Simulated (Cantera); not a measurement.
Charge: 1 mol SiH4, 29 mol H2O, at 0.133 bar.

Method: chemical equilibrium by Gibbs-energy minimisation in Cantera with the NASA 1993 tables (ideal gas, pure condensed phases). Candidate condensed phases: H2O, Si, SiO2; 18 gas species. The tables hold silica as quartz up to 1696 K and as liquid above; real silica turns to tridymite and cristobalite and melts near 1996 K. Gases not in the tables: Si(OH)4. Equilibrium is a limit: real reactors are often held back by kinetics, nucleation or transport. All values below are at 1823 K.

Base state: H2O 0.870, H2 0.129, H 0.000426, OH 0.000200 (mole fractions); condensed: SiO2(condensed).

Question: What changes in the equilibrium state with this change: H2O from 29 to 0.2 mol?

Answer: 
| species | before | after |
|---|---|---|
| H2 | 0.129 | 0.916 |
| SiO | 3.79e-6 | 0.0833 |
| H | 0.000426 | 0.00114 |
| H2O | 0.870 | 1.17e-5 |
| OH | 0.000200 | 1.01e-9 |
| Si | <1e-9 | 3.32e-5 |
| SiH2 | <1e-9 | 3.22e-5 |
| SiH | <1e-9 | 1.24e-5 |
| SiO2(condensed), mol | 1.000 | 0 |
| Si(l), mol | 0 | 0.800 |
Gases not in the tables: Si2H6 and higher silanes.
